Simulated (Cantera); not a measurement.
**Thermodynamics of silicon oxide and oxynitride deposition, feed TEOS + NO + N₂O**

Charge: 1 mol TEOS, 2.1 mol NO, 40 mol N₂O, at 33.0 mbar.

Cantera equilibrium calculation (NASA polynomials, part measured and part estimated; ideal gas, pure solids and liquids). Candidate condensed phases: C, C₆H₆, C₇H₈, C₈H₁₈, H₂O, Si, SiC, SiO₂, Si₂N₂O, Si₃N₄; 151 gas species. The feed counts by its element totals alone. The tables hold silica as quartz up to 1696 K and as liquid above; real silica turns to tridymite and cristobalite and melts near 1996 K. Kinetics and transport are ignored.

From 925 °C to 1325 °C the condensed part is SiO₂(β-quartz). From 1425 °C to 1525 °C the condensed part is SiO₂(condensed).

```
T (°C)  log p N₂  log p H₂O  log p O₂  log p CO₂  log p NO  log p OH  log p CO  n SiO₂(β-quartz)  n SiO₂(condensed)
------  --------  ---------  --------  ---------  --------  --------  --------  ----------------  -----------------
925        -1.70      -2.31     -2.36      -2.41     -5.35     -6.61     -9.01              1.00                  0
1025       -1.70      -2.31     -2.36      -2.41     -5.05     -6.07     -8.07              1.00                  0
1125       -1.70      -2.31     -2.36      -2.41     -4.78     -5.60     -7.26              1.00                  0
1225       -1.70      -2.31     -2.36      -2.41     -4.56     -5.19     -6.56              1.00                  0
1325       -1.70      -2.32     -2.36      -2.41     -4.36     -4.84     -5.94              1.00                  0
1425       -1.70      -2.32     -2.36      -2.41     -4.18     -4.52     -5.40                 0              1.000
1525       -1.70      -2.32     -2.36      -2.41     -4.03     -4.25     -4.93                 0              1.000
```
log p: log10 of the partial pressure in bar; n: condensed amount in mol.
